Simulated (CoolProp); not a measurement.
Values from CoolProp's reference Helmholtz-energy equation of state, Kamei 1995.

**Question.** Give the vapour pressure (kPa), liquid density (kg/m³), vapour density (kg/m³), enthalpy of vaporisation (kJ/kg) of saturated R22 at -67.55, -41.35, 89.65 °C.

**Answer.** 
```tsv
T (°C)	p (kPa)	liquid density (kg/m³)	vapour density (kg/m³)	enthalpy of vaporisation (kJ/kg)
-67.55	23.9	1480	1.22	250
-41.35	98.8	1410	4.59	234
89.65	4410	785	276	71.3
```
